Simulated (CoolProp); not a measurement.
Vapour-liquid equilibrium of ethanol (1) + hexamethyldisiloxane (MM) (2) at 426.4 K; x and y are mole fractions of (1).

Model: multi-fluid Helmholtz-energy mixture model, Schroeder 2014 and Thol 2016; pair parameters Bell 2016, in CoolProp.

### Question
Give the bubble pressure and the first vapour's composition at x = 0.2, 0.35, 0.8. Is there an azeotrope?

### Answer
x = 0.2: 680.5 kPa, y = 0.482; x = 0.35: 807.8 kPa, y = 0.602; x = 0.8: 1016 kPa, y = 0.849. No azeotrope shows between x = 0.05 and 0.95.

The pair parameters rest on a limited set of measurements; away from them the model extrapolates.
